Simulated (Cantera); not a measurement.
Cantera run:

```python
import numpy as np
import cantera as ct

gas_names = """
    Br Br2 H HBr H2 Si SiBr SiBr2 SiBr3 SiBr4 SiH SiHBr3 SiH2 SiH2Br2 SiH3 SiH3Br SiH4 Si2 Si3
""".split()
cond_names = """
    Br2(cr) Br2(L) Si(cr) Si(L)
""".split()


# ... load() reads the species with a 1 bar reference pressure and builds the phases ...
atoms = {
    'Si': {'Si': 1},
    'Br2': {'Br': 2},
    'H2': {'H': 2},
}
top_T = {}  # K; cautious upper limits of use, not melting points


# ... equilibrate(T, P, feed) seeds the gas with the atoms and calls Mixture.equilibrate('TP', solver="vcs", rtol=1e-11, max_steps=5000) ...
results = []
feed = {'Si': 1, 'Br2': 0.72, 'H2': 29}  # mol
T = 600  # K
P = 10000  # Pa
mix = equilibrate(T, P, feed)
results.append((T, P, feed, dict(zip(mix.species_names, mix.species_moles))))
x = sorted(zip(gas.X, gas.species_names), reverse=True)
print(f"T = {T:g} K  P = {P:g} Pa  gas = {mix.phase_moles(0):.4g} mol")
print("   x: " + "  ".join(f"{s} {v:.3e}" for v, s in x if v > 0.0001))
print("   condensed (mol): " + ("  ".join(f"{mix.phase(i).name} {mix.phase_moles(i):.4g}"
      for i in range(1, mix.n_phases) if mix.phase_moles(i) > 1e-12) or "none"))
```

It prints:

```
T = 600 K  P = 10000 Pa  gas = 29.35 mol
   x: H2 9.873e-01  SiBr4 1.127e-02  SiHBr3 1.239e-03  HBr 1.249e-04
   condensed (mol): Si(cr) 0.6309
```

Cantera equilibrium calculation (NASA polynomials, part measured and part estimated; ideal gas, pure solids and liquids).
